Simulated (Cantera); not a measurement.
A Cantera script and what it prints.

```python
import numpy as np
import cantera as ct

gas_names = """
    H HO2 H2 H2O H2O2 O OH O2 O3 Ti TiO TiO2
""".split()
cond_names = """
    H2O(s) H2O(L) Ti(a) Ti(b) Ti(L) TiO(a) TiO(b) TiO(L) TiO2(ru) TiO2(L) Ti2O3(a) Ti2O3(b) Ti2O3(L)
    Ti3O5(a) Ti3O5(b) Ti3O5(L) Ti4O7(s) Ti4O7(L)
""".split()


# ... load() reads the species with a 1 bar reference pressure and builds the phases ...
atoms = {
    'Ti': {'Ti': 1},
    'O2': {'O': 2},
    'H2': {'H': 2},
}
top_T = {}  # K; cautious upper limits of use, not melting points


# ... equilibrate(T, P, feed) seeds the gas with the atoms and calls Mixture.equilibrate('TP', solver="vcs", rtol=1e-11, max_steps=5000) ...
results = []
feed = {'Ti': 1, 'O2': 0.93, 'H2': 150}  # mol
T = 1075  # K
P = 3600  # Pa
mix = equilibrate(T, P, feed)
results.append((T, P, feed, dict(zip(mix.species_names, mix.species_moles))))
print(gas.report(threshold=1e-06))
for i in range(1, mix.n_phases):
    print(f"{mix.phase(i).name:16s} {mix.phase_moles(i):12.5e} mol")
```

Result:

```
       temperature   1075 K
          pressure   3600 Pa
           density   0.00081344 kg/m^3
  mean mol. weight   2.0196 kg/kmol
   phase of matter   gas

                          1 kg             1 kmol
                     ---------------   ---------------
          enthalpy        1.1343e+07        2.2909e+07  J
   internal energy        6.9178e+06        1.3971e+07  J
           entropy             97099         1.961e+05  J/K
    Gibbs function       -9.3038e+07        -1.879e+08  J
 heat capacity c_p             15112             30521  J/K
 heat capacity c_v             10995             22206  J/K

                      mass frac. Y      mole frac. X     chem. pot. / RT
                     ---------------   ---------------   ---------------
                H2           0.99799           0.99977           -21.013
               H2O         0.0020065        0.00022494           -63.875
     [  +10 minor]        3.8599e-08        7.7334e-08

Ti(a)             0.00000e+00 mol
TiO(a)            0.00000e+00 mol
TiO2(ru)          3.05038e-01 mol
Ti2O3(b)          0.00000e+00 mol
Ti3O5(b)          0.00000e+00 mol
Ti4O7(s)          1.73740e-01 mol
```

Method: chemical equilibrium by Gibbs-energy minimisation in Cantera with the NASA 1993 tables (ideal gas, pure condensed phases). Mutual solubility and eutectic melting of coexisting phases are not modelled. Condensed phases not in the tables: Magnéli phases beyond Ti4O7.
